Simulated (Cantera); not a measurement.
Charge: 1 mol Si3N4, 1.1 mol O2, equilibrated at 1773 K and 0.100 bar.

These are equilibrium values from Cantera (NASA tables, ideal gas, pure condensed phases), not measurements of a reactor. Candidate condensed phases: Si, SiO2, Si2N2O, Si3N4; 16 gas species. Mutual solubility and eutectic melting of coexisting phases are not modelled. The tables hold silica as quartz up to 1696 K and as liquid above; real silica turns to tridymite and cristobalite and melts near 1996 K. Rates play no part.

Base state: N2 0.977, SiO 0.0227 (mole fractions); condensed: SiO2(condensed) + Si2N2O(s).

What changes in the equilibrium state with this change: pressure from 0.100 bar to 0.00133 bar?


```csv
species,before,after
SiO,0.0227,0.523
N2,0.977,0.475
Si,1.15e-7,0.00160
Si2N,<1e-9,3.20e-5
SiN,1.73e-8,1.93e-5
"SiO2(condensed), mol",0.461,0
"Si2N2O(s), mol",1.26,0
"Si(l), mol",0,0.793
```
The tables' values for SiN are old estimates; treat these amounts as uncertain.
